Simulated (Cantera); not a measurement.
A perfectly stirred reactor is fed with 24.1 % CO, 1.61 % H2, 15.1 % O2, 56.8 % N2, 2.41 % H2O, equivalence ratio 0.85, at 500000 Pa; it is adiabatic with a 650 K inlet, and is followed from long to short residence time, starting on the burning branch (τ in s: 0.028, 0.014, 0.0069, 0.0034, 0.0017, 0.00085, 0.00042, 0.00021, 0.0001, 5.1e-05, 2.6e-05, 1.3e-05).

Model: GRI-Mech 3.0 (53 species, 325 reactions), integrated in Cantera. The hydrogen kinetics of GRI-Mech 3.0 are dated; newer H2 mechanisms differ, most at raised pressure.

One state of this run: T (K) = 2425; x CO = 0.0271; x H2 = 0.000759; x O2 = 0.0366; x HO2 = 3.73e-6; x H2O2 = 1.22e-7; x OH = 0.00428. x: mole fraction; the columns are a selection and need not sum to one.

Problem. Which value of τ (s) does it belong to?
A. 1.3e-5
B. 5.1e-5
C. 0.0034
D. 0.014

Solution. C, 0.0034
